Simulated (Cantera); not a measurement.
Cantera run:

```python
import numpy as np
import cantera as ct

gas_names = """
    CL CL2 H HCL H2 Si SiCL SiCL2 SiCL3 SiCL4 SiH SiHCL3 SiH2 SiH2CL2 SiH3 SiH3CL SiH4 Si2 Si3
""".split()
cond_names = """
    Si(cr) Si(L)
""".split()


# ... load() reads the species with a 1 bar reference pressure and builds the phases ...
atoms = {
    'SiCl4': {'Si': 1, 'CL': 4},
    'Cl2': {'CL': 2},
    'H2': {'H': 2},
}
top_T = {}  # K; cautious upper limits of use, not melting points


# ... equilibrate(T, P, feed) seeds the gas with the atoms and calls Mixture.equilibrate('TP', solver="vcs", rtol=1e-11, max_steps=5000) ...
results = []
feed = {'SiCl4': 1, 'Cl2': 0.57, 'H2': 9}  # mol
P = 100000  # Pa
for T in [575, 675, 775, 875, 975, 1075, 1175]:
    mix = equilibrate(T, P, feed)
    results.append((T, P, feed, dict(zip(mix.species_names, mix.species_moles))))

top = {s: max(r[3][s] / sum(r[3][g] for g in gas_names) for r in results) for s in gas_names}
cols = sorted((s for s in top if top[s] > 0.001), key=lambda s: -top[s])[:5]
seen = [c for c in cond_names if any(r[3].get(c, 0) > 1e-12 for r in results)]
print("log10 of partial pressures in bar; condensed amounts in mol")
print(f"{'T/K':>10s}" + "".join(f"{s[:9]:>10s}" for s in cols + seen))
for T, P, feed, n in results:
    ng = sum(n[g] for g in gas_names)
    print(f"{T:10.4g}" + "".join(f"{np.log10(max(n[s] / ng * P / 1e5, 1e-99)):10.3f}" for s in cols)
          + "".join(f"{n.get(c, 0):10.4g}" for c in seen))
```

It prints:

```
log10 of partial pressures in bar; condensed amounts in mol
       T/K        H2       HCL     SiCL4    SiHCL3     SiCL3
       575    -0.098    -0.967    -1.024    -4.983   -10.839
       675    -0.098    -0.967    -1.024    -4.038    -8.448
       775    -0.098    -0.965    -1.026    -3.348    -6.685
       875    -0.099    -0.961    -1.031    -2.829    -5.338
       975    -0.100    -0.952    -1.042    -2.433    -4.285
      1075    -0.103    -0.937    -1.062    -2.133    -3.452
      1175    -0.106    -0.912    -1.096    -1.917    -2.795
```

These are equilibrium values from Cantera (NASA tables, ideal gas, pure condensed phases), not measurements of a reactor. The tables' values for SiCl3 are old estimates; treat these amounts as uncertain.
